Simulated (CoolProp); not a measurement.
Properties of oxygen along the isotherm 160.4 K.

Values from CoolProp's reference Helmholtz-energy equation of state, Schmidt 1985.

```
p (MPa)          phase  density (kg/m³)  cp (kJ/(kg K))  cv (kJ/(kg K))  viscosity (µPa s)  fugacity coefficient
-------  -------------  ---------------  --------------  --------------  -----------------  --------------------
0.582              gas            14.47               …               …               12.2                0.9658
1.16               gas            29.99           1.023          0.6743               12.4                0.9322
1.75               gas            47.28           1.102          0.6888               12.5                0.8982
2.33               gas            66.07           1.203          0.7051               12.8                0.8650
2.91               gas            87.17           1.339          0.7238               13.0                0.8319
3.49               gas            111.4           1.532          0.7462               13.4                0.7989
4.08               gas            140.8           1.838          0.7747               13.9                     …
4.66               gas            177.3           2.372          0.8126               14.6                0.7319
5.24     supercritical            228.1           3.566          0.8708               16.0                0.6978
5.82     supercritical            317.7               …          0.9773               19.3                0.6622
6.41     supercritical            496.5           10.06          0.9817               29.1                0.6230
6.99     supercritical            582.9           5.491          0.8911               35.3                0.5861
7.57     supercritical            625.6           4.148          0.8567               38.9                0.5537
```

What belongs in the gaps?


- 0.582, cp (kJ/(kg K)): 0.9609
- 0.582, cv (kJ/(kg K)): 0.6615
- 4.08, fugacity coefficient: 0.7653
- 5.82, cp (kJ/(kg K)): 7.797

The peak of cp marks the crossing from liquid-like to gas-like fluid above the critical point.

Viscosity comes from a separate model (Lemmon 2004).
